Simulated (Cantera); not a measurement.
# Gas-phase reforming

An isothermal, constant-pressure homogeneous reactor starts with 31.2 % CH4, 68.8 % H2O, at 1700 K and 100.0 Torr.

Detailed kinetics in Cantera: GRI-Mech 3.0 (53 species, 325 reactions).

```csv
t (s),x CH4,x H2O,x O,x H2,x CH3
0.000300,0.311,0.687,7.67e-10,0.000711,0.00103
0.000917,0.306,0.686,3.91e-9,0.00448,0.00236
0.00280,0.273,0.673,8.15e-9,0.0361,0.00334
0.00857,0.193,0.627,4.75e-9,0.131,0.00227
0.0262,0.107,0.572,3.15e-9,0.239,0.00128
0.0801,0.0457,0.514,3.07e-9,0.330,0.000616
0.245,0.0237,0.439,3.21e-9,0.406,0.000329
0.749,0.0168,0.343,2.81e-9,0.484,0.000205
2.29,0.00917,0.260,2.57e-9,0.552,0.000102
7.00,0.00260,0.219,2.42e-9,0.588,2.76e-5
21.4,7.79e-5,0.213,2.39e-9,0.595,8.24e-7
65.4,2.30e-9,0.213,2.44e-9,0.595,2.46e-11
200,1.25e-9,0.213,2.44e-9,0.595,1.33e-11
```
x: mole fraction; the columns are a selection and need not sum to one.

Equilibrium at this temperature and pressure: CH4 1.59e-9, H2O 0.213, O 2.44e-9, H2 0.595, CH3 1.69e-11 (gas phase only).
